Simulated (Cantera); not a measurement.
Cantera run, input and output.

```python
import numpy as np
import cantera as ct

gas = ct.Solution("gri30.yaml")
gas.TPX = 425, 260000, {'CO': 1, 'H2': 0.48, 'CH4': 0.19, 'O2': 2.2, 'N2': 8.26}
inlet = ct.Reservoir(gas, clone=True)
gas.equilibrate("HP")  # start burning
reactor = ct.IdealGasConstPressureReactor(gas, energy="on", clone=False)
exhaust = ct.Reservoir(gas, clone=True)
tau = [0.4, 0.13, 0.045, 0.015, 0.0052, 0.0018, 0.00059, 0.0002, 6.8e-05, 2.3e-05][0]
for a, b in ((inlet, reactor), (reactor, exhaust)):
    ct.MassFlowController(a, b, mdot=lambda t: reactor.mass / tau)
net = ct.ReactorNet([reactor])
show = ['CO', 'H2', 'CH4', 'H2O2', 'CO2']

rows = []
print(f"{'tau/s':>10s}{'T/K':>9s}" + "".join(f"{s:>11s}" for s in show))
for tau in [0.4, 0.13, 0.045, 0.015, 0.0052, 0.0018, 0.00059, 0.0002, 6.8e-05, 2.3e-05]:
    net.initial_time = 0.0
    net.advance(30 * tau)
    before = gas.X
    net.advance(40 * tau)
    drift = np.max(np.abs(gas.X - before) / (gas.X + 1e-9))
    rows.append([gas.T, *gas[show].X, drift])
    print(f"{tau:10.3e}{gas.T:9.1f}" + "".join(f"{x:11.3e}" for x in gas[show].X))
```

Result:

```
     tau/s      T/K         CO         H2        CH4       H2O2        CO2
 4.000e-01   1769.8  1.418e-04  1.623e-05  8.047e-07  4.702e-08  1.043e-01
 1.300e-01   1767.8  2.927e-04  3.071e-05  1.766e-06  7.037e-08  1.041e-01
 4.500e-02   1764.1  5.911e-04  5.967e-05  3.518e-06  1.101e-07  1.038e-01
 1.500e-02   1756.7  1.227e-03  1.210e-04  7.037e-06  1.779e-07  1.031e-01
 5.200e-03   1743.1  2.479e-03  2.390e-04  1.370e-05  2.822e-07  1.018e-01
 1.800e-03   1717.1  4.991e-03  4.647e-04  2.727e-05  4.515e-07  9.905e-02
 5.900e-04   1663.6  1.047e-02  9.092e-04  6.095e-05  7.816e-07  9.314e-02
 2.000e-04   1551.9  2.309e-02  1.789e-03  1.765e-04  1.639e-06  7.960e-02
 6.800e-05    425.0  8.244e-02  3.957e-02  1.566e-02 -1.543e-18 -5.835e-16
 2.300e-05    425.0  8.244e-02  3.957e-02  1.566e-02 -1.196e-21 -4.522e-19
```

Computed with Cantera and GRI-Mech 3.0 (53 species, 325 reactions).
